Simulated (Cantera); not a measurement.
Charge: 1 mol C₂H₆, 8 mol H₂, at 2148 K and 50.0 Pa.

Method: chemical equilibrium by Gibbs-energy minimisation in Cantera with the NASA 1993 tables (ideal gas, pure condensed phases). Candidate condensed phases: C, C₆H₆, C₇H₈, C₈H₁₈; 76 gas species. Kinetics and transport are ignored.

Base state: H₂ 0.829, H 0.170, C₂H₂ (acetylene) 0.00159 (mole fractions); condensed: C(graphite).

**Question.** What changes in the equilibrium state with this change: 0.0076 mol Cl₂ added?

**Answer.** 
| species | before | after |
|---|---|---|
| H₂ | 0.829 | 0.828 |
| H | 0.170 | 0.170 |
| C₂H₂ (acetylene) | 0.00159 | 0.00158 |
| HCl | 0 | 0.00110 |
| Cl | 0 | 0.000165 |
| C(graphite), mol | 1.96 | 1.96 |

**Question.** What changes in the equilibrium state with this change: pressure from 50.0 Pa to 101000 Pa?

**Answer.** 
```tsv
species	before	after
H₂	0.829	0.994
H	0.170	0.00413
C₂H₂ (acetylene)	0.00159	0.00190
CH₄	1.01e-7	0.000295
CH₃	4.01e-7	2.37e-5
C(graphite), mol	1.96	1.95
```
